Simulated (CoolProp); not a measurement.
Aqueous lithium chloride as a coolant, 18 % by mass, freezing at -34.9 °C, 1 atm.

Values from CoolProp's Melinder's fits for secondary coolants.

| T (°C) | conductivity (W/(m K)) | cp (kJ/(kg K)) | density (kg/m³) | viscosity (mPa s) |
|---|---|---|---|---|
| -14.9 | 0.507 | 3.143 | 1110 | 5.63 |
| -10.9 | 0.513 | 3.164 | 1110 | 4.79 |
| -6.9 | 0.519 | 3.186 | 1109 | 4.13 |
| -2.8 | 0.524 | … | 1108 | 3.59 |
| 1.2 | 0.530 | 3.229 | 1108 | 3.16 |
| 5.2 | … | 3.250 | … | 2.81 |
| 9.3 | 0.541 | 3.271 | 1106 | 2.51 |
| 13.3 | 0.547 | 3.293 | 1105 | 2.27 |
| 17.4 | 0.553 | 3.314 | 1104 | 2.06 |
| 21.4 | 0.558 | 3.335 | 1103 | 1.88 |
| 25.4 | 0.564 | 3.356 | 1102 | 1.73 |
| 29.5 | 0.570 | … | … | 1.59 |
| 33.5 | 0.575 | 3.399 | 1099 | 1.47 |
| 37.5 | 0.581 | 3.420 | 1098 | 1.36 |

Problem. What belongs in the gaps?

Solution. 
- -2.8, cp (kJ/(kg K)): 3.207
- 5.2, conductivity (W/(m K)): 0.536
- 5.2, density (kg/m³): 1107
- 29.5, cp (kJ/(kg K)): 3.378
- 29.5, density (kg/m³): 1100
